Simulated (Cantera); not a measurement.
Charge: 1 mol TEOS, 1.2 mol H2O, 25 mol H2, equilibrated at 38.0 Pa.

Cantera equilibrium calculation (NASA polynomials, part measured and part estimated; ideal gas, pure solids and liquids). Candidate condensed phases: C, C6H6, C7H8, C8H18, H2O, Si, SiC, SiO2; 123 gas species. The feed counts by its element totals alone. The tables hold silica as quartz up to 1696 K and as liquid above; real silica turns to tridymite and cristobalite and melts near 1996 K. Kinetics and transport are ignored.

x: gas mole fraction; n: condensed amount in mol.

```csv
T (°C),x H2,x CO,x H2O,x CH4,x CO2,n C(graphite),n SiO2(α-quartz),n SiO2(β-quartz),n SiC(s)
350,0.912,0.0158,0.0411,0.0161,0.0151,6.27,1.00,0,0
425,0.921,0.0607,0.00972,0.00286,0.00615,5.30,1.00,0,0
500,0.918,0.0790,0.00131,0.000679,0.000579,4.85,1.00,0,0
575,0.919,0.0809,0.000209,0.000205,5.68e-5,4.80,0,1.00,0
650,0.919,0.0812,___,___,___,4.80,0,1.00,0
725,0.919,0.0812,1.16e-5,3.13e-5,1.48e-6,4.80,0,1.00,0
800,0.919,0.0812,3.69e-6,1.47e-5,3.53e-7,4.80,0,1.000,0
875,0.919,0.0812,1.36e-6,7.63e-6,1.02e-7,4.80,0,1.000,0
950,0.874,0.126,8.38e-7,3.87e-6,8.24e-8,1.80,0,0,0.998
1025,0.874,0.126,___,___,___,1.81,0,0,0.996
1100,0.874,0.125,1.95e-7,1.46e-6,1.36e-8,1.81,0,0,0.994
1175,0.874,0.125,1.06e-7,9.68e-7,6.39e-9,1.82,0,0,0.992
1250,0.873,0.125,6.06e-8,6.67e-7,3.24e-9,1.82,0,0,0.989
```

Q: Fill in the missing entries.

A: 
- 1025, x H2O: 3.88e-7
- 1025, x CH4: 2.31e-6
- 1025, x CO2: 3.17e-8
- 650, x H2O: 4.38e-5
- 650, x CH4: 7.46e-5
- 650, x CO2: 7.90e-6
